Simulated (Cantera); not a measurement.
## Equilibrium for fluorocarbon and chlorocarbon gases: C2F6 + HCl

Feed: 1 mol C2F6, 0.071 mol HCl, held at 2250 K.

Cantera equilibrium calculation (NASA polynomials, part measured and part estimated; ideal gas, pure solids and liquids). Candidate condensed phases: C, C6H6, C7H8, C8H18; 118 gas species. The feed counts by its element totals alone. The tables' values for C2F4 are old estimates; treat these amounts as uncertain. Gases not in the tables: C2F6 and larger saturated fluorocarbons. The numbers say what is thermodynamically allowed, not how fast it happens.

From 1.00 Pa to 1.00 bar the condensed part is C(graphite). The main C-bearing gas is CF at 1.00 Pa and CF4 at 1.00 bar. The share of C in condensed phases is highest at 1.00 Pa (93.1 %) and lowest at 6.00 mbar (5.4 %).

| P (Pa) | x F | x CF4 | x CF2 | x HF | x Cl | x CF3 | x CF | n C(graphite) |
|---|---|---|---|---|---|---|---|---|
| 1 | 0.955 | 1.06e-7 | 0.00719 | 0.0117 | 0.0118 | 1.36e-6 | 0.0132 | 1.86 |
| 3.60 | 0.938 | 4.62e-6 | 0.0250 | 0.0120 | 0.0120 | 1.67e-5 | 0.0129 | 1.77 |
| 13 | 0.882 | 0.000170 | 0.0798 | 0.0126 | 0.0126 | 0.000181 | 0.0122 | 1.48 |
| 46 | 0.751 | 0.00396 | 0.205 | 0.0143 | 0.0143 | 0.00140 | 0.0104 | 0.902 |
| 170 | 0.528 | 0.0488 | 0.374 | 0.0179 | 0.0179 | 0.00664 | 0.00729 | 0.272 |
| 600 | 0.297 | 0.216 | 0.419 | 0.0245 | 0.0245 | 0.0148 | 0.00411 | 0.107 |
| 2200 | 0.136 | 0.461 | 0.319 | 0.0320 | 0.0319 | 0.0189 | 0.00187 | 0.226 |
| 7700 | 0.0577 | 0.647 | 0.202 | 0.0372 | 0.0367 | 0.0178 | 0.000797 | 0.343 |
| 28000 | 0.0229 | 0.766 | 0.115 | 0.0402 | 0.0389 | 0.0146 | 0.000316 | 0.419 |
| 100000 | 0.00898 | 0.833 | 0.0636 | 0.0418 | 0.0382 | 0.0113 | 0.000124 | 0.462 |
x: gas mole fraction; n: condensed amount in mol.
